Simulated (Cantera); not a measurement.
An isothermal, constant-pressure homogeneous reactor starts with 45.5 % NO, 54.5 % N2, at 1850 K and 11.3 Torr.

Model: GRI-Mech 3.0 (53 species, 325 reactions), integrated in Cantera. Radical loss at walls, strong at low pressure, is not modelled.

x: mole fraction; the columns are a selection and need not sum to one.

```csv
t (s),x NO,x NO2,x N2O,x N2,x O2
2.00e-6,0.455,<1e-12,2.22e-9,0.545,<1e-12
7.46e-6,0.455,<1e-12,8.27e-9,0.545,<1e-12
2.78e-5,0.455,4.87e-12,3.08e-8,0.545,2.03e-12
0.000104,0.455,6.78e-11,1.15e-7,0.545,2.83e-11
0.000386,0.455,9.35e-10,4.27e-7,0.545,3.93e-10
0.00144,0.455,1.27e-8,1.58e-6,0.545,5.46e-9
0.00537,0.455,1.62e-7,5.75e-6,0.545,7.70e-8
0.0200,0.454,[?],[?],0.545,[?]
0.0746,0.454,8.81e-6,5.23e-5,0.545,2.38e-5
0.278,0.454,1.45e-5,7.47e-5,0.546,0.000320
1.04,0.451,1.67e-5,7.35e-5,0.547,0.00171
3.86,0.440,2.34e-5,6.79e-5,0.553,0.00709
14.4,0.397,3.87e-5,5.10e-5,0.574,0.0284
53.7,0.249,4.71e-5,1.74e-5,0.648,0.102
200,[?],[?],[?],[?],[?]
```

Fill in the missing entries.


- 0.0200, x NO2: 1.67e-6
- 0.0200, x N2O: 1.96e-5
- 0.0200, x O2: 1.17e-6
- 200, x NO: 0.0426
- 200, x NO2: 1.17e-5
- 200, x N2O: 4.79e-7
- 200, x N2: 0.751
- 200, x O2: 0.206
